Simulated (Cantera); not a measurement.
Feed: 1 mol Pb, 1.8 mol O2, 2.9 mol N2, held at 1.00 bar.

These are equilibrium values from Cantera (NASA tables, ideal gas, pure condensed phases), not measurements of a reactor. Candidate condensed phases: Pb, PbO, PbO2, Pb3O4; 12 gas species. The numbers say what is thermodynamically allowed, not how fast it happens.

Task: Which condensed phases are stable at each of these points (T (K)): 900, 925, 950, 975, 1000, 1025, 1050, 1075, 1100, 1125, 1150, 1175?

Result: 
```
T (K)  condensed phases  Pb condensed (%)
-----  ----------------  ----------------
900         PbO(yellow)             100.0
925         PbO(yellow)             100.0
950         PbO(yellow)             100.0
975         PbO(yellow)             100.0
1000        PbO(yellow)             100.0
1025        PbO(yellow)             100.0
1050        PbO(yellow)             100.0
1075        PbO(yellow)             100.0
1100        PbO(yellow)             100.0
1125        PbO(yellow)             100.0
1150        PbO(yellow)             100.0
1175             PbO(l)             100.0
```

From 900 K to 1150 K the condensed part is PbO(yellow). At 1175 K the condensed part is PbO(l).
